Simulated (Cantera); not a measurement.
A perfectly stirred reactor is fed with C₃H₈ : O₂ : N₂ = 1 : 2.94 : 11.1 (molar parts), equivalence ratio 1.7, at 110000 Pa; it is adiabatic with a 450 K inlet, and is followed from long to short residence time, starting on the burning branch (τ in s: 0.47, 0.2, 0.084, 0.035, 0.015, 0.0063, 0.0027, 0.0011, 0.00047, 0.0002, 8.4e-05, 3.5e-05, 1.5e-05).

Model: GRI-Mech 3.0 (53 species, 325 reactions), integrated in Cantera. GRI-Mech 3.0 was tuned for natural gas; its chemistry of propane as a main component is partial and can be far from experiment.

Question: What does this change do: inlet temperature 450 to 323 K?

Answer: 
```
quantity                                                                        before                                after
------------------------------------------------  ------------------------------------  -----------------------------------
blow-out, bracketed by the residence times tried  burning at 0.470 ms, out at 0.200 ms  burning at 1.10 ms, out at 0.470 ms
x(C₃H₈) at τ = 0.470 s                                                         2.96e-7                              5.48e-7
x(O₂) at τ = 0.470 s                                                           5.55e-5                             0.000112
x(C₂H) at τ = 0.470 s                                                          5.92e-8                              7.15e-8
x(NO) at τ = 0.470 s                                                           4.33e-5                              1.83e-5
x(CH₂O) at τ = 0.470 s                                                         1.20e-6                              1.79e-6
x(C₃H₈) at τ = 2.70 ms                                                         2.89e-5                              5.37e-5
x(O₂) at τ = 2.70 ms                                                           0.00273                              0.00452
x(C₂H) at τ = 2.70 ms                                                          1.83e-6                              1.20e-6
x(NO) at τ = 2.70 ms                                                           3.38e-5                              1.14e-5
x(CH₂O) at τ = 2.70 ms                                                         3.76e-5                              4.89e-5
```

Question: What does this change do: O2 2.94 to 4.3 parts?

Answer: 
| quantity | before | after |
|---|---|---|
| blow-out, bracketed by the residence times tried | burning at 0.470 ms, out at 0.200 ms | burning at 35.0 µs, out at 15.0 µs |
| x(C₃H₈) at τ = 0.470 s | 2.96e-7 | 1.19e-8 |
| x(O₂) at τ = 0.470 s | 5.55e-5 | 0.00478 |
| x(C₂H) at τ = 0.470 s | 5.92e-8 | 1.58e-9 |
| x(NO) at τ = 0.470 s | 4.33e-5 | 0.00341 |
| x(CH₂O) at τ = 0.470 s | 1.20e-6 | 3.41e-8 |
| x(C₃H₈) at τ = 2.70 ms | 2.89e-5 | 1.68e-6 |
| x(O₂) at τ = 2.70 ms | 0.00273 | 0.00806 |
| x(C₂H) at τ = 2.70 ms | 1.83e-6 | 1.51e-7 |
| x(NO) at τ = 2.70 ms | 3.38e-5 | 0.00142 |
| x(CH₂O) at τ = 2.70 ms | 3.76e-5 | 4.26e-6 |
